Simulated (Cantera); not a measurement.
Input: 1 mol SiH₄, 8.3 mol NO, equilibrated at 1698.15 K and 4600 Pa.

Method: chemical equilibrium by Gibbs-energy minimisation in Cantera with the NASA 1993 tables (ideal gas, pure condensed phases). Candidate condensed phases: H₂O, Si, SiO₂, Si₂N₂O, Si₃N₄; 35 gas species. The tables hold silica as quartz up to 1696 K and as liquid above; real silica turns to tridymite and cristobalite and melts near 1996 K. Gases not in the tables: Si(OH)₄. Rates play no part.

Base state: N₂ 0.499, O₂ 0.257, H₂O 0.240, NO 0.00254, OH 0.00126, O 0.000104, H₂ 4.35e-5 (mole fractions); condensed: SiO₂(condensed).

### Question
What changes in the equilibrium state with this change: NO from 8.3 to 0.14 mol?

### Answer
```
species                before    after
--------------------  -------  -------
H₂                    4.35e-5    0.963
SiO                   1.04e-9   0.0349
N₂                      0.499  0.00122
O₂                      0.257    <1e-9
H₂O                     0.240  2.72e-6
NO                    0.00254    <1e-9
OH                    0.00126    <1e-9
SiO₂(condensed), mol     1.00        0
Si(l), mol                  0    0.792
Si₂N₂O(s), mol              0   0.0675
```
Mutual solubility and eutectic melting of coexisting phases are not modelled. Gases not in the tables: Si₂H₆ and higher silanes.

### Question
What changes in the equilibrium state with this change: SiH₄ replaced by SiCl₄?

### Answer
| species | before | after |
|---|---|---|
| N₂ | 0.499 | 0.392 |
| O₂ | 0.257 | 0.297 |
| Cl | 0 | 0.236 |
| H₂O | 0.240 | 0 |
| Cl₂ | 0 | 0.0711 |
| OH | 0.00126 | 0 |
| ClO | 0 | 0.000543 |
| H₂ | 4.35e-5 | 0 |
| O | 0.000104 | 0.000111 |
| NO | 0.00254 | 0.00242 |
| SiO₂(condensed), mol | 1.00 | 1.000 |
